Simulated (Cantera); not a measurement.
**Equilibrium for hydrogen reduction and annealing atmospheres: Cu2O + H2 + H2O**

Charge: 1 mol Cu2O, 2900 mol H2, 0.4 mol H2O, held at 220 Pa.

Cantera equilibrium calculation (NASA polynomials, part measured and part estimated; ideal gas, pure solids and liquids). Candidate condensed phases: Cu, CuO, Cu(OH)2, Cu2O, H2O; 12 gas species. Rates play no part.

| T (K) | x H2 | x H | x Cu | x H2O | x OH | x O | x Cu2 | n Cu(s) | n Cu(l) |
|---|---|---|---|---|---|---|---|---|---|
| 600 | 1.000 | <1e-12 | <1e-12 | 0.000483 | <1e-12 | <1e-12 | <1e-12 | 2.00 | 0 |
| 800 | 1.000 | 6.17e-11 | <1e-12 | 0.000483 | <1e-12 | <1e-12 | <1e-12 | 2.00 | 0 |
| 1000 | 1.000 | 4.84e-8 | 7.09e-9 | 0.000483 | <1e-12 | <1e-12 | <1e-12 | 2.00 | 0 |
| 1200 | 1.000 | 4.21e-6 | 5.58e-6 | 0.000483 | 1.62e-11 | <1e-12 | 1.58e-10 | 1.98 | 0 |
| 1400 | 0.999 | 0.000104 | 0.000613 | 0.000482 | 9.95e-10 | <1e-12 | 1.20e-7 | 0 | 0.220 |
| 1600 | 0.998 | 0.00116 | 0.000689 | 0.000482 | 2.19e-8 | 2.11e-11 | 1.88e-8 | 0 | 0 |
| 1800 | 0.991 | 0.00760 | 0.000686 | 0.000480 | 2.43e-7 | 1.44e-9 | 3.67e-9 | 0 | 0 |
| 2000 | 0.965 | 0.0341 | 0.000677 | 0.000472 | 1.67e-6 | 4.30e-8 | 9.69e-10 | 0 | 0 |
| 2200 | 0.886 | 0.113 | 0.000650 | 0.000446 | 7.95e-6 | 7.07e-7 | 3.05e-10 | 0 | 0 |
x: gas mole fraction; n: condensed amount in mol.

From 600 K to 1200 K the condensed part is Cu(s). At 1400 K the condensed part is Cu(l). From 1600 K to 2200 K nothing is condensed.
